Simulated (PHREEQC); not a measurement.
A column of 0.1 m (30 cells, dispersivity 0.008 m, 300 s a shift, diffusion coefficient 3e-10 m²/s) holds 0.012 eq of the database's cation exchanger X per kg of pore water, first in equilibrium with 0.011 mol (NH4)2SO4 and 1e-05 mol HCl per kg of water. It is flushed with 0.005 mol MgCl2, 0.0026 mol MnCl2, 0.00044 mol KCl and 1e-05 mol HCl per kg of water, at 15 °C. Values are for the last cell. The system is closed to CO2. Nothing may precipitate in this run.

Base run: PHREEQC, ion-association model, phreeqc.dat. Each further column changes one thing. The table gives Mg in solution (mol/kgw).

| pore volumes | base | exchange capacity from 0.012 to 0.006 eq/kgw | dispersivity from 0.008 to 0.016 m |
|---|---|---|---|
| 0 | 0 | 0 | 0 |
| 0.4167 | 3.84e-10 | 1.79e-7 | 2.43e-7 |
| 0.8167 | 2.63e-6 | ? | 6.76e-5 |
| 1.217 | 0.000193 | ? | 0.000877 |
| 1.617 | 0.00205 | ? | 0.00240 |
| 2.017 | 0.00371 | 0.00453 | 0.00353 |
| 2.417 | 0.00448 | 0.00484 | ? |
| 2.817 | 0.00479 | ? | 0.00456 |
| 3.217 | 0.00492 | ? | ? |
| 3.617 | 0.00497 | 0.00499 | 0.00487 |
| 4.017 | 0.00499 | 0.00500 | 0.00493 |

Question: What belongs in the gaps?

Answer: 
- 0.8167, exchange capacity from 0.012 to 0.006 eq/kgw: 0.000187
- 1.217, exchange capacity from 0.012 to 0.006 eq/kgw: 0.00196
- 1.617, exchange capacity from 0.012 to 0.006 eq/kgw: 0.00372
- 2.417, dispersivity from 0.008 to 0.016 m: 0.00419
- 2.817, exchange capacity from 0.012 to 0.006 eq/kgw: 0.00495
- 3.217, exchange capacity from 0.012 to 0.006 eq/kgw: 0.00498
- 3.217, dispersivity from 0.008 to 0.016 m: 0.00476
